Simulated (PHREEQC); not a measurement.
**Polishing slurry liquid: speciation**

Consider water at 25 °C with 24 mmol/kgw K2CO3 and 170 mmol/kgw KNO3. Closed to the air; pH follows from the charge balance.

All values are PHREEQC results (ion-association model, wateq4f.dat), not measurements.

```yaml
pH: 11.06
ionic_strength: 0.240 mol/kgw
activity_of_water: 0.993
total_alkalinity: 48.0 meq/kg
```

```csv
species,molality,activity,log γ
K+,0.218,0.152,-0.156
NO3-,0.170,0.115,-0.169
CO3-2,0.0223,0.00652,-0.535
OH-,0.00165,0.00114,-0.160
HCO3-,0.00165,0.00121,-0.134
CO2,2.26e-8,2.39e-8,0.024
```

Precipitation was switched off in this run. Complexes and solids missing from the database can't appear.
